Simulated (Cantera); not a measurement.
A freely propagating, adiabatic, planar premixed flame of 21.5 % H₂, 16.5 % O₂, 62.0 % N₂, unburnt at 400 K and 170000 Pa; mixture-averaged transport, grid criteria slope 0.08 and curve 0.16, no radiation.

Model: the H2/O2 subset of GRI-Mech 3.0, which has no nitrogen chemistry, integrated in Cantera. Burning velocities carry a grid error of a few per cent, more on coarse grids. Lean hydrogen flames are cellular in practice and burn faster than this planar one.

Predict: laminar burning velocity; thermal thickness; peak x(O); peak x(HO₂); peak x(H).


```json
{
  "laminar_burning_velocity": "163 cm/s",
  "thermal_thickness": "0.198 mm",
  "peak x(O)": "0.00675",
  "peak x(HO₂)": "0.000514",
  "peak x(H)": "0.0106"
}
```
